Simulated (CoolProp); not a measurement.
Vapour-liquid equilibrium of R22 (1) + R11 (2) at 0.0746 MPa; x and y are mole fractions of (1).

Model: multi-fluid Helmholtz-energy mixture model, Kamei 1995 and Jacobsen 1992; pair parameters Bell 2016, in CoolProp.

```
x     bubble temperature (°C)  y at the bubble point  dew temperature at overall composition x (°C)  liquid density (mol/L)
----  -----------------------  ---------------------  ---------------------------------------------  ----------------------
0.05                        …                  0.501                                           14.0                   11.33
0.2                     -23.1                  0.847                                            9.8                   12.20
0.35                    -31.9                  0.919                                            4.9                       …
0.5                     -36.9                  0.949                                           -0.9                       …
0.65                    -40.4                  0.967                                           -8.3                   14.40
0.8                         …                  0.982                                          -18.6                   15.23
0.95                    -46.2                      …                                          -37.2                   16.17
```

Question: Complete the blanks.

Answer: 
- 0.05, bubble temperature (°C): -1.0
- 0.35, liquid density (mol/L): 12.92
- 0.5, liquid density (mol/L): 13.63
- 0.8, bubble temperature (°C): -43.4
- 0.95, y at the bubble point: 0.995

No azeotrope shows between x = 0.05 and 0.95.

Pair parameters are fitted to limited data, so mixtures are less certain than the pure fluids.
